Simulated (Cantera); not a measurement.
**Ignition delay**

Mixture: 15.9 % CH4, 17.6 % O2, 66.5 % N2, at 1000000 Pa, adiabatic and at constant pressure. Ignition delay is the time to a rise of 400 K.

Detailed kinetics in Cantera: GRI-Mech 3.0 (53 species, 325 reactions).

```
T0 (K)  delay (ms)
------  ----------
1200          6.49
1300          2.00
1400         0.676
1500         0.246
1600        0.0957
1700        0.0401
```

```
Property                                                Result
--------------------------------------------------  ----------
apparent activation energy between 1500 and 1700 K  190 kJ/mol
```
